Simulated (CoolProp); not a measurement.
Vapour-liquid equilibrium of n-hexane (1) + dimethyl carbonate (2) at 1.02 bar; x and y are mole fractions of (1).

Model: multi-fluid Helmholtz-energy mixture model, Thol 2019 and Zhou 2011; pair parameters Bell 2016, in CoolProp.

Q: Give the bubble temperature and the first vapour's composition at x = 0.05, 0.15, 0.55. Is there an azeotrope?

A: x = 0.05: 355.0 K, y = 0.270; x = 0.15: 346.4 K, y = 0.496; x = 0.55: 339.7 K, y = 0.676. y crosses x between x = 0.65 and 0.75: the model has an azeotrope there.

The pair parameters rest on a limited set of measurements; away from them the model extrapolates.
